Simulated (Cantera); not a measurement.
A closed system holds: 1 mol Cr, 8.8 mol N2O, 5.7 mol H2, equilibrated at 1.00 Torr.

Cantera equilibrium calculation (NASA polynomials, part measured and part estimated; ideal gas, pure solids and liquids). Candidate condensed phases: Cr, CrN, Cr2N, Cr2O3, H2O; 29 gas species. Rates play no part.

x: gas mole fraction; n: condensed amount in mol.

```tsv
T (K)	x N2	x H2O	x O2	x OH	x H2	x NO	n Cr2O3(s)
800	0.575	0.373	0.0523	6.22e-9	2.31e-12	8.54e-7	0.500
900	0.575	0.373	0.0523	(withheld)	(withheld)	(withheld)	0.500
1000	0.575	0.373	0.0523	8.20e-7	3.90e-9	1.33e-5	0.500
1100	0.575	0.373	0.0523	4.85e-6	5.88e-8	3.62e-5	0.500
1200	0.575	0.373	0.0522	2.14e-5	5.67e-7	8.33e-5	0.500
1300	0.575	0.372	0.0522	7.49e-5	3.88e-6	0.000169	0.500
1400	0.575	0.372	0.0521	(withheld)	(withheld)	(withheld)	0.500
1500	0.575	0.372	0.0519	0.000557	8.46e-5	0.000520	0.500
1600	0.574	0.371	0.0516	0.00126	0.000297	0.000820	0.500
1700	0.574	0.370	0.0513	0.00257	0.000899	0.00122	0.500
1800	0.572	0.366	0.0509	0.00485	0.00239	0.00174	0.499
```

### Question
Complete the blanks.

### Answer

- 1400, x OH: 0.000219
- 1400, x H2: 2.02e-5
- 1400, x NO: 0.000308
- 900, x OH: 9.36e-8
- 900, x H2: 1.43e-10
- 900, x NO: 3.93e-6
